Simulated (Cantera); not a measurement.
Input (Python, Cantera):

```python
import numpy as np
import cantera as ct

gas = ct.Solution("gri30.yaml")


def delay(T, t_max=10):
    gas.TPX = T, 2300000, {'C3H8': 1, 'O2': 3.57, 'N2': 23.9, 'H2': 0.068}
    reactor = ct.IdealGasReactor(gas, clone=False)
    net = ct.ReactorNet([reactor])
    net.rtol, net.atol = 1e-8, 1e-16
    while net.time < t_max:
        t_old, T_old = net.time, reactor.T
        net.step()
        if reactor.T > T + 400:  # ignition: a rise of 400 K
            return t_old + (T + 400 - T_old) / (reactor.T - T_old) * (net.time - t_old)
    return np.nan


taus = []
for T in [1298, 1398, 1498, 1598, 1698, 1798]:
    taus.append(delay(T))
    print(f"T0 = {T:6g} K   tau = {taus[-1]:.4e} s")
```

Result:

```
T0 =   1298 K   tau = 2.3598e-04 s
T0 =   1398 K   tau = 5.6135e-05 s
T0 =   1498 K   tau = 1.6660e-05 s
T0 =   1598 K   tau = 6.2160e-06 s
T0 =   1698 K   tau = 2.8339e-06 s
T0 =   1798 K   tau = 1.5219e-06 s
```

Computed with Cantera and GRI-Mech 3.0 (53 species, 325 reactions). GRI-Mech 3.0 was tuned for natural gas; its chemistry of propane as a main component is partial and can be far from experiment. The pressure lies above the range GRI-Mech 3.0 was tuned for (to about 10 atm).
